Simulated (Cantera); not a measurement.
Input (Python, Cantera) and output of one run.

```python
import numpy as np
import cantera as ct

gas_names = """
    H HO2 H2 H2O H2O2 O OH O2 O3 V VO VO2
""".split()
cond_names = """
    H2O(s) H2O(L) V(cr) V(L) VO(s) VO(L) V2O3(s) V2O3(L) V2O4(I) V2O4(II) V2O4(L) V2O5(s) V2O5(L)
""".split()


def load(file, names, dense=False):
    # The tables refer to 1 bar. Condensed volumes are neglected.
    table = {s.name: s for s in ct.Species.list_from_file(file)}
    out = []
    for n in names:
        d = dict(table[n].input_data)
        d["thermo"] = dict(d["thermo"], **{"reference-pressure": 1e5})
        if dense:
            d["equation-of-state"] = {"model": "constant-volume", "density": "1e6 g/cm^3"}
        out.append(ct.Species.from_dict(d))
    return out


gas = ct.Solution(thermo="ideal-gas", species=load("nasa_gas.yaml", gas_names))
cond = {s.name: ct.Solution(thermo="fixed-stoichiometry", species=[s], name=s.name)
        for s in load("nasa_condensed.yaml", cond_names, dense=True)}
atoms = {
    'V': {'V': 1},
    'H2O': {'H': 2, 'O': 1},
}
top_T = {}  # K; cautious upper limits of use, not melting points


def equilibrate(T, P, feed):
    n = {}
    for name, mol in feed.items():
        for a, k in atoms[name].items():
            n[a] = n.get(a, 0.0) + k * mol
    gas.TPX = T, P, n
    mass = sum(n.values()) * gas.mean_molecular_weight
    gas.equilibrate("TP")
    valid = [c for c in cond.values() if c.min_temp <= T <= top_T.get(c.name, c.max_temp)]
    mix = ct.Mixture([(gas, mass / gas.mean_molecular_weight)] + [(c, 0.0) for c in valid])
    mix.T, mix.P = T, P
    mix.equilibrate("TP", solver="vcs", rtol=1e-11, max_steps=5000)
    return mix


results = []
feed = {'V': 1, 'H2O': 18}  # mol
P = 2.2  # Pa
for T in [1600, 1650, 1700, 1750, 1800, 1850, 1900]:
    mix = equilibrate(T, P, feed)
    results.append((T, P, feed, dict(zip(mix.species_names, mix.species_moles))))
    x = sorted(zip(gas.X, gas.species_names), reverse=True)
    print(f"T = {T:g} K  P = {P:g} Pa  gas = {mix.phase_moles(0):.4g} mol")
    print("   x: " + "  ".join(f"{s} {v:.3e}" for v, s in x if v > 1e-05))
    print("   condensed (mol): " + ("  ".join(f"{mix.phase(i).name} {mix.phase_moles(i):.4g}"
          for i in range(1, mix.n_phases) if mix.phase_moles(i) > 1e-12) or "none"))
```

Result:

```
T = 1600 K  P = 2.2 Pa  gas = 18.23 mol
   x: H2O 8.981e-01  H2 8.676e-02  VO2 1.007e-02  H 3.414e-03  OH 1.384e-03  O2 2.143e-04  O 4.527e-05
   condensed (mol): V2O3(s) 0.4082
T = 1650 K  P = 2.2 Pa  gas = 18.61 mol
   x: H2O 8.690e-01  H2 9.401e-02  VO2 2.787e-02  H 5.938e-03  OH 2.480e-03  O2 5.352e-04  O 1.277e-04
   condensed (mol): V2O3(s) 0.2406
T = 1700 K  P = 2.2 Pa  gas = 19.17 mol
   x: H2O 8.280e-01  H2 1.040e-01  VO2 5.217e-02  H 1.013e-02  OH 4.168e-03  O2 1.163e-03  O 3.250e-04
   condensed (mol): none
T = 1750 K  P = 2.2 Pa  gas = 19.3 mol
   x: H2O 8.149e-01  H2 1.060e-01  VO2 5.180e-02  H 1.615e-02  OH 7.275e-03  O2 2.988e-03  O 8.718e-04  VO 1.162e-05
   condensed (mol): none
T = 1800 K  P = 2.2 Pa  gas = 19.54 mol
   x: H2O 7.915e-01  H2 1.111e-01  VO2 5.117e-02  H 2.545e-02  OH 1.197e-02  O2 6.691e-03  O 2.122e-03  VO 1.519e-05
   condensed (mol): none
T = 1850 K  P = 2.2 Pa  gas = 19.93 mol
   x: H2O 7.539e-01  H2 1.201e-01  VO2 5.015e-02  H 3.980e-02  OH 1.846e-02  O2 1.287e-02  O 4.665e-03  VO 2.049e-05
   condensed (mol): none
T = 1900 K  P = 2.2 Pa  gas = 20.54 mol
   x: H2O 6.998e-01  H2 1.324e-01  H 6.155e-02  VO2 4.865e-02  OH 2.673e-02  O2 2.155e-02  O 9.338e-03  VO 2.833e-05
   condensed (mol): none
```

Cantera equilibrium calculation (NASA polynomials, part measured and part estimated; ideal gas, pure solids and liquids). Condensed phases not in the tables: the oxides between V2O3 and V2O5 other than VO2.
